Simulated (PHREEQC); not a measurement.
## Leach liquor (model solution)

Consider water at 50 °C with 0.0027 mol/kgw H2SO4 and 0.0003 mol/kgw ZnSO4. Closed to the air; pH follows from the charge balance.

Equilibrium calculation in PHREEQC: ion-association model, phreeqc.dat.

Each row changes one thing in this solution. No solid was allowed to form.

| case | pH | ionic strength (mol/kgw) | SO4-2 (mol/kgw) | HSO4- (mol/kgw) | Zn+2 (mol/kgw) | ZnSO4 (mol/kgw) |
|---|---|---|---|---|---|---|
| as made | 2.40 | 0.00699 | 0.00191 | 0.00103 | 0.000238 | 6.14e-5 |
| H2SO4 from 0.0027 to 0.00054 mol/kgw | 3.03 | 0.00249 | 0.000708 | 9.81e-5 | 0.000266 | 3.35e-5 |
| H2SO4 from 0.0027 to 0.0135 mol/kgw | 1.80 | 0.0237 | 0.00490 | 0.00880 | 0.000211 | 8.60e-5 |
| H2SO4 left out | 5.91 | 0.00113 | 0.000284 | 5.48e-8 | 0.000282 | 1.64e-5 |
| diluted 100-fold with water | 4.28 | 9.24e-5 | 2.97e-5 | 2.69e-7 | 2.98e-6 | 2.26e-8 |

Away from 25 °C the constants follow the database's enthalpies or fits; those with neither stay at their 25 °C values.
